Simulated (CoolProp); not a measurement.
Computed with CoolProp (reference Helmholtz-energy equation of state, Guder 2009).

Task: For sulfur hexafluoride, give the phase and the viscosity (µPa s), conductivity (mW/(m K)) at 530 K and 0.242 MPa.

Result: 
- 530 K and 0.242 MPa: gas; viscosity 25.0, conductivity 29.8

Viscosity comes from a separate model (Quiñones-Cisneros 2012). Thermal conductivity comes from a separate model (Assael 2012).
